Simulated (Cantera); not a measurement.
Equilibrium for roasting and sulfation: CaS + H2S + H2O

Charge: 1 mol CaS, 0.11 mol H2S, 0.053 mol H2O, held at 7.50 Torr.

These are equilibrium values from Cantera (NASA tables, ideal gas, pure condensed phases), not measurements of a reactor. Candidate condensed phases: Ca, CaO, Ca(OH)2, CaS, CaSO4, H2O, H2SO4, S; 25 gas species. Gases not in the tables: S3 to S7. Equilibrium is a limit: real reactors are often held back by kinetics, nucleation or transport.

```tsv
T (K)	log p H2S	log p H2	log p H2O	log p S2	log p SH	n CaS(s)
850	-2.21	-3.35	-2.50	-3.65	-7.27	1.00
1000	-2.31	-2.86	-2.52	-3.16	-6.10	1.00
1150	-2.50	-2.58	-2.55	-2.88	-5.31	1.00
1300	-2.75	-2.43	-2.58	-2.73	-4.77	1.00
1450	-3.03	-2.36	-2.60	-2.67	-4.40	1.00
1600	-3.29	-2.33	-2.63	-2.65	-4.12	1.00
1750	-3.52	-2.30	-2.66	-2.65	-3.90	1.00
```
log p: log10 of the partial pressure in bar; n: condensed amount in mol.

From 850 K to 1750 K the condensed part is CaS(s).
